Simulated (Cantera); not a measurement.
What does this Cantera script print?

```python
import numpy as np
import cantera as ct

surf = ct.Interface("diamond.yaml", "diamond_100")
gas, bulk = surf.adjacent["gas"], surf.adjacent["diamond"]
k = surf.kinetics_species_index(bulk.species_names[0])
cover = ["c6HH", "c6H*", "c6*H", "c6**", "c6HM", "c6B"]

rows, drift = [], 0.0
print(f"{'xCH3':>10s}{'um/h':>11s}" + "".join(f"{s:>11s}" for s in cover))
for v in [1e-06, 2.5e-06, 6.5e-06, 1.7e-05, 4.2e-05, 0.00011, 0.00027, 0.00069, 0.0018]:
    T, P, xH, xCH3 = 975, 30000, 0.00033, v
    gas.TPX = T, P, {"H": xH, "CH3": xCH3, "CH4": 0.0076, "H2": 1 - xH - xCH3 - 0.0076}
    surf.TP = bulk.TP = T, P
    surf.coverages = "c6H*:0.1, c6HH:0.9"
    surf.advance_coverages(100.0)
    before = surf.coverages
    surf.advance_coverages(100.0)
    drift = max(drift, np.max(np.abs(surf.coverages - before) / (surf.coverages + 1e-9)))
    rate = surf.net_production_rates[k] * bulk.mean_molecular_weight / bulk.density * 3.6e9
    rows.append([rate, *surf[cover].coverages])
    print(f"{v:10.4g}{rate:11.4e}" + "".join(f"{x:11.3e}" for x in rows[-1][1:]))
```

Result:

```
      xCH3       um/h       c6HH       c6H*       c6*H       c6**       c6HM        c6B
     1e-06 1.2524e-01  6.268e-01  1.585e-02  3.484e-01  6.738e-03  1.629e-03  3.399e-10
   2.5e-06 3.1198e-01  6.248e-01  1.580e-02  3.473e-01  6.710e-03  4.059e-03  8.466e-10
   6.5e-06 8.0344e-01  6.195e-01  1.566e-02  3.442e-01  6.634e-03  1.045e-02  2.180e-09
   1.7e-05 2.0502e+00  6.061e-01  1.531e-02  3.365e-01  6.442e-03  2.667e-02  5.563e-09
   4.2e-05 4.7879e+00  5.766e-01  1.454e-02  3.196e-01  6.023e-03  6.230e-02  1.299e-08
   0.00011 1.0918e+01  5.106e-01  1.281e-02  2.816e-01  5.093e-03  1.421e-01  2.963e-08
   0.00027 2.0574e+01  4.064e-01  1.008e-02  2.217e-01  3.661e-03  2.682e-01  5.583e-08
   0.00069 3.2800e+01  2.739e-01  6.618e-03  1.455e-01  1.957e-03  4.285e-01  8.900e-08
    0.0018 4.3277e+01  1.592e-01  3.620e-03  7.959e-02  7.179e-04  5.674e-01  1.174e-07
```

Model: the Harris–Goodwin 1993 mechanism for the reconstructed diamond (100) surface, integrated in Cantera.
